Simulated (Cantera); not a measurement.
## Reactions in the system Cu-H-N-O

Standard-state values (1 bar) from the NASA 1993 polynomials, evaluated with Cantera. Values are per mole of reaction as written; species without (g) are pure solids or liquids, kept so even where they would boil at 1 bar.

Cu2O + 2 H2(g) + 3 N2O(g) = 2 Cu(OH)2 + 6 N(g)

```json
[
 {"T (K)": "300", "ΔH° (kJ)": "1861.4", "ΔS° (J/K)": "123.3", "ΔG° (kJ)": "1824.4", "log10 K": "-317.65"},
 {"T (K)": "975", "ΔH° (kJ)": "1904.8", "ΔS° (J/K)": "201.0", "ΔG° (kJ)": "1708.8", "log10 K": "-91.55"},
 {"T (K)": "1000", "ΔH° (kJ)": "1906.2", "ΔS° (J/K)": "202.4", "ΔG° (kJ)": "1703.8", "log10 K": "-89.00"},
 {"T (K)": "1025", "ΔH° (kJ)": "1907.6", "ΔS° (J/K)": "203.8", "ΔG° (kJ)": "1698.7", "log10 K": "-86.57"},
 {"T (K)": "1050", "ΔH° (kJ)": "1909.0", "ΔS° (J/K)": "205.2", "ΔG° (kJ)": "1693.6", "log10 K": "-84.25"},
 {"T (K)": "1075", "ΔH° (kJ)": "1910.4", "ΔS° (J/K)": "206.4", "ΔG° (kJ)": "1688.5", "log10 K": "-82.04"},
 {"T (K)": "1100", "ΔH° (kJ)": "1911.7", "ΔS° (J/K)": "207.7", "ΔG° (kJ)": "1683.3", "log10 K": "-79.93"},
 {"T (K)": "1125", "ΔH° (kJ)": "1913.0", "ΔS° (J/K)": "208.9", "ΔG° (kJ)": "1678.1", "log10 K": "-77.91"},
 {"T (K)": "1150", "ΔH° (kJ)": "1914.3", "ΔS° (J/K)": "210.0", "ΔG° (kJ)": "1672.8", "log10 K": "-75.98"},
 {"T (K)": "1175", "ΔH° (kJ)": "1915.6", "ΔS° (J/K)": "211.1", "ΔG° (kJ)": "1667.6", "log10 K": "-74.13"},
 {"T (K)": "1200", "ΔH° (kJ)": "1916.8", "ΔS° (J/K)": "212.1", "ΔG° (kJ)": "1662.3", "log10 K": "-72.36"}
]
```

2 Cu(OH)2 = O3(g) + Cu2O + 4 H(g)

```json
[
 {"T (K)": "300", "ΔH° (kJ)": "1743.8", "ΔS° (J/K)": "573.5", "ΔG° (kJ)": "1571.8", "log10 K": "-273.67"},
 {"T (K)": "975", "ΔH° (kJ)": "1736.4", "ΔS° (J/K)": "562.5", "ΔG° (kJ)": "1188.0", "log10 K": "-63.64"},
 {"T (K)": "1000", "ΔH° (kJ)": "1735.9", "ΔS° (J/K)": "562.0", "ΔG° (kJ)": "1173.9", "log10 K": "-61.32"},
 {"T (K)": "1025", "ΔH° (kJ)": "1735.4", "ΔS° (J/K)": "561.5", "ΔG° (kJ)": "1159.9", "log10 K": "-59.11"},
 {"T (K)": "1050", "ΔH° (kJ)": "1734.9", "ΔS° (J/K)": "561.1", "ΔG° (kJ)": "1145.8", "log10 K": "-57.00"},
 {"T (K)": "1075", "ΔH° (kJ)": "1734.5", "ΔS° (J/K)": "560.6", "ΔG° (kJ)": "1131.8", "log10 K": "-54.99"},
 {"T (K)": "1100", "ΔH° (kJ)": "1734.0", "ΔS° (J/K)": "560.2", "ΔG° (kJ)": "1117.8", "log10 K": "-53.08"},
 {"T (K)": "1125", "ΔH° (kJ)": "1733.5", "ΔS° (J/K)": "559.7", "ΔG° (kJ)": "1103.8", "log10 K": "-51.25"},
 {"T (K)": "1150", "ΔH° (kJ)": "1733.0", "ΔS° (J/K)": "559.3", "ΔG° (kJ)": "1089.8", "log10 K": "-49.50"},
 {"T (K)": "1175", "ΔH° (kJ)": "1732.5", "ΔS° (J/K)": "558.9", "ΔG° (kJ)": "1075.8", "log10 K": "-47.83"},
 {"T (K)": "1200", "ΔH° (kJ)": "1732.1", "ΔS° (J/K)": "558.5", "ΔG° (kJ)": "1061.9", "log10 K": "-46.22"}
]
```
